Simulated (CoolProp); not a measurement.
Vapour-liquid equilibrium of ethane (1) + n-pentane (2) at 0.0952 MPa; x and y are mole fractions of (1).

Model: multi-fluid Helmholtz-energy mixture model, Bücker 2006 and Thol 2019; pair parameters Kunz 2012, in CoolProp.

```json
[
 {"x": "0.05", "bubble temperature (K)": "[?]", "y at the bubble point": "0.860", "dew temperature at overall composition x (K)": "305.9", "liquid density (mol/L)": "9.310"},
 {"x": "0.2", "bubble temperature (K)": "215.9", "y at the bubble point": "[?]", "dew temperature at overall composition x (K)": "[?]", "liquid density (mol/L)": "[?]"},
 {"x": "0.35", "bubble temperature (K)": "202.4", "y at the bubble point": "0.998", "dew temperature at overall composition x (K)": "295.4", "liquid density (mol/L)": "11.68"},
 {"x": "0.5", "bubble temperature (K)": "[?]", "y at the bubble point": "0.999", "dew temperature at overall composition x (K)": "288.7", "liquid density (mol/L)": "12.80"},
 {"x": "0.65", "bubble temperature (K)": "[?]", "y at the bubble point": "1.000", "dew temperature at overall composition x (K)": "280.2", "liquid density (mol/L)": "14.07"},
 {"x": "0.8", "bubble temperature (K)": "187.3", "y at the bubble point": "1.000", "dew temperature at overall composition x (K)": "267.9", "liquid density (mol/L)": "[?]"},
 {"x": "0.95", "bubble temperature (K)": "184.4", "y at the bubble point": "1.000", "dew temperature at overall composition x (K)": "242.6", "liquid density (mol/L)": "17.42"}
]
```

Question: Fill in the missing entries.

Answer: 
- 0.05, bubble temperature (K): 260.7
- 0.2, y at the bubble point: 0.993
- 0.2, dew temperature at overall composition x (K): 301.0
- 0.2, liquid density (mol/L): 10.63
- 0.5, bubble temperature (K): 195.3
- 0.65, bubble temperature (K): 190.8
- 0.8, liquid density (mol/L): 15.58

No azeotrope shows between x = 0.05 and 0.95.

The pair parameters rest on a limited set of measurements; away from them the model extrapolates. The gap from Raoult's law changes sign with composition, which may be real or a fault of the pair parameters; it wasn't checked against measurements.
